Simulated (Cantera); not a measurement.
Charge: 1 mol HF, 0.25 mol SO2, at 1148.15 K and 8.25 Torr.

Equilibrium computed with Cantera from the NASA thermochemical tables; the gas is ideal and each condensed phase is pure. Candidate condensed phases: H2O, H2SO4, S; 43 gas species. Equilibrium is a limit: real reactors are often held back by kinetics, nucleation or transport.

Base state: HF 0.800, SO2 0.200 (mole fractions); condensed: gas only.

Question: What changes in the equilibrium state with this change: temperature from 1148.15 K to 2325 K?

Answer: 
| species | before | after |
|---|---|---|
| HF | 0.800 | 0.776 |
| SO2 | 0.200 | 0.166 |
| SO | 2.14e-6 | 0.0280 |
| O2 | 3.47e-8 | 0.0112 |
| O | <1e-9 | 0.00579 |
| H | <1e-9 | 0.00175 |
| OH | <1e-9 | 0.00135 |
| S | <1e-9 | 0.00129 |
| H2 | <1e-9 | 0.000278 |
